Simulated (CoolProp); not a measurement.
Vapour-liquid equilibrium of benzene (1) + o-xylene (2) at 0.495 MPa; x and y are mole fractions of (1).

Computed with CoolProp (multi-fluid Helmholtz-energy mixture model, Thol 2012 and Zhou 2012; pair parameters Bell 2016).

```json
[
 {"x": "0.05", "bubble temperature (°C)": "210.9", "y at the bubble point": "0.129", "dew temperature at overall composition x (°C)": "214.3", "liquid density (mol/L)": "6.661"},
 {"x": "0.2", "bubble temperature (°C)": "193.8", "y at the bubble point": "0.461", "dew temperature at overall composition x (°C)": "?", "liquid density (mol/L)": "?"},
 {"x": "0.35", "bubble temperature (°C)": "178.2", "y at the bubble point": "0.681", "dew temperature at overall composition x (°C)": "200.2", "liquid density (mol/L)": "7.514"},
 {"x": "0.5", "bubble temperature (°C)": "166.0", "y at the bubble point": "0.810", "dew temperature at overall composition x (°C)": "191.4", "liquid density (mol/L)": "7.938"},
 {"x": "0.65", "bubble temperature (°C)": "?", "y at the bubble point": "0.888", "dew temperature at overall composition x (°C)": "180.7", "liquid density (mol/L)": "8.360"},
 {"x": "0.8", "bubble temperature (°C)": "?", "y at the bubble point": "0.941", "dew temperature at overall composition x (°C)": "167.1", "liquid density (mol/L)": "8.802"},
 {"x": "0.95", "bubble temperature (°C)": "144.1", "y at the bubble point": "0.985", "dew temperature at overall composition x (°C)": "148.7", "liquid density (mol/L)": "?"}
]
```

What belongs in the gaps?


- 0.2, dew temperature at overall composition x (°C): 207.7
- 0.2, liquid density (mol/L): 7.084
- 0.65, bubble temperature (°C): 156.9
- 0.8, bubble temperature (°C): 149.9
- 0.95, liquid density (mol/L): 9.289

No azeotrope shows between x = 0.05 and 0.95.

The pair parameters rest on a limited set of measurements; away from them the model extrapolates. The gap from Raoult's law changes sign with composition, which may be real or a fault of the pair parameters; it wasn't checked against measurements.
